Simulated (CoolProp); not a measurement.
Fluorine along the isotherm 126.7 K: fugacity coefficient from the reference equation and from simpler models built on Tc = 144.4 K, pc = 52.40 bar, ω = 0.045; each cubic takes its own stable root.

Computed with CoolProp (reference Helmholtz-energy equation of state, de Reuck 1990).

| p (bar) | phase | reference | van der Waals | Redlich-Kwong | Soave-Redlich-Kwong | Peng-Robinson |
|---|---|---|---|---|---|---|
| 0.632 | gas | 0.9941 | 0.9951 | 0.9940 | 0.9940 | 0.9935 |
| 1.12 | gas | 0.9895 | 0.9913 | 0.9895 | 0.9894 | 0.9885 |
| 2 | gas | 0.9813 | 0.9845 | 0.9812 | 0.9811 | 0.9795 |
| 3.56 | gas | 0.9667 | 0.9725 | 0.9666 | 0.9664 | 0.9636 |
| 6.32 | gas | 0.9409 | 0.9512 | 0.9408 | 0.9406 | 0.9358 |
| 11.2 | gas | 0.8955 | 0.9136 | 0.8956 | 0.8952 | 0.8871 |
| 20 | gas | 0.8132 | 0.8453 | 0.8143 | 0.8136 | 0.8007 |
| 35.6 | liquid | 0.5324 | 0.6659 | 0.5448 | 0.5403 | 0.5252 |
| 63.2 | liquid | 0.3267 | 0.4242 | 0.3359 | 0.3331 | 0.3205 |
| 112 | liquid | 0.2135 | 0.2935 | 0.2207 | 0.2187 | 0.2069 |
| 200 | liquid | 0.1541 | 0.2320 | 0.1599 | 0.1584 | 0.1458 |
